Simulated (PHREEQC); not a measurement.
Solution (25 °C): 0.037 mol/kgw NH4Br, 0.00073 mol/kgw LiCl and 0.003 mol/kgw HBr. Closed to the air; pH follows from the charge balance.

All values are PHREEQC results (ion-association model, phreeqc.dat), not measurements.

No solid was allowed to form.

Question: What pH does the model give?

Answer: pH 2.59.
